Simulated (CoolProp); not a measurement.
Vapour pressure (kPa) of methanol: the reference equation beside estimates from Tc = 513.4 K, pc = 8216 kPa, ω = 0.565.

Computed with CoolProp (reference Helmholtz-energy equation of state, de Reuck 1993).

| T (K) | reference | Lee-Kesler | Soave-Redlich-Kwong |
|---|---|---|---|
| 303.2 | 21.97 | 18.79 | [?] |
| 306.3 | 25.61 | 22.20 | 22.21 |
| 309.5 | 29.90 | 26.26 | 26.26 |
| 312.6 | 34.62 | 30.77 | 30.77 |
| 315.8 | 40.14 | 36.10 | 36.09 |
| 319 | 46.38 | 42.17 | 42.17 |
| 322.1 | 53.19 | 48.85 | 48.84 |
| 325.3 | [?] | 56.65 | 56.63 |
| 328.5 | 69.95 | 65.46 | 65.43 |
| 331.6 | 79.53 | 75.04 | [?] |
| 334.8 | 90.54 | 86.12 | [?] |
| 337.9 | 102.4 | 98.10 | 98.03 |
| 341.1 | 116.0 | 111.9 | 111.8 |

**Question.** Complete the blanks.

**Answer.** 
- 303.2, Soave-Redlich-Kwong: 18.80
- 325.3, reference: 61.09
- 331.6, Soave-Redlich-Kwong: 75.00
- 334.8, Soave-Redlich-Kwong: 86.06

Absolute difference from the reference over all 13 rows, mean and median: Lee-Kesler 8.5 and 8.2 %, Soave-Redlich-Kwong 8.5 and 8.2 %.
